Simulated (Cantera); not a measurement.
Cantera run:

```python
import numpy as np
import cantera as ct

gas_names = [...]  # 113 gases of nasa_gas.yaml made of C, Cu, H, O
cond_names = """
    C(gr) C6H6(L) C7H8(L) C8H18(L),n-octa Cu(cr) Cu(L) CuO(s) CuO2H2(s) Cu2O(s) Cu2O(L) H2O(s) H2O(L)
""".split()


# ... load() reads the species with a 1 bar reference pressure and builds the phases ...
atoms = {
    'CuO': {'Cu': 1, 'O': 1},
    'CH4': {'C': 1, 'H': 4},
    'H2': {'H': 2},
}
top_T = {'C(gr)': 4500, 'CuO(s)': 1390}  # K; cautious upper limits of use, not melting points


# ... equilibrate(T, P, feed) seeds the gas with the atoms and calls Mixture.equilibrate('TP', solver="vcs", rtol=1e-11, max_steps=5000) ...
results = []
feed = {'CuO': 1, 'CH4': 3.7, 'H2': 13}  # mol
T = 2375  # K
P = 100  # Pa
mix = equilibrate(T, P, feed)
results.append((T, P, feed, dict(zip(mix.species_names, mix.species_moles))))
x = sorted(zip(gas.X, gas.species_names), reverse=True)
print(f"T = {T:g} K  P = {P:g} Pa  gas = {mix.phase_moles(0):.4g} mol")
print("   x: " + "  ".join(f"{s} {v:.3e}" for v, s in x if v > 1e-06))
print("   condensed (mol): " + ("  ".join(f"{mix.phase(i).name} {mix.phase_moles(i):.4g}"
      for i in range(1, mix.n_phases) if mix.phase_moles(i) > 1e-12) or "none"))
```

Result:

```
T = 2375 K  P = 100 Pa  gas = 27 mol
   x: H2 5.819e-01  H 3.402e-01  CO 3.704e-02  Cu 3.704e-02  C2H2,acetylene 3.613e-03  C2H 1.146e-04  C3 6.394e-05  C 2.725e-05  C4H2 9.221e-06  C2 5.756e-06  C2H2,vinylidene 1.803e-06  CH 1.089e-06
   condensed (mol): C(gr) 2.491
```

Equilibrium computed with Cantera from the NASA thermochemical tables; the gas is ideal and each condensed phase is pure.
